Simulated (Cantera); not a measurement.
Input: 1 mol Si₃N₄, 0.047 mol Si, 0.14 mol N₂, at 0.100 bar.

Cantera equilibrium calculation (NASA polynomials, part measured and part estimated; ideal gas, pure solids and liquids). Candidate condensed phases: Si, Si₃N₄; 7 gas species. Rates play no part.

Task: Which condensed phases are stable at each of these points (T (K)): 1950, 2025, 2100, 2175, 2250, 2325, 2400, 2475, 2550, 2625, 2700, 2775, 2850?

Result: 
```tsv
T (K)	condensed phases	Si condensed (%)
1950	Si₃N₄(s)	100.0
2025	Si(l)	99.9
2100	Si(l)	99.9
2175	Si(l)	99.8
2250	Si(l)	99.5
2325	Si(l)	99.0
2400	Si(l)	98.2
2475	Si(l)	96.7
2550	Si(l)	94.0
2625	Si(l)	89.4
2700	Si(l)	81.0
2775	Si(l)	64.4
2850	Si(l)	25.3
```

At 1950 K the condensed part is Si₃N₄(s). From 2025 K to 2850 K the condensed part is Si(l).
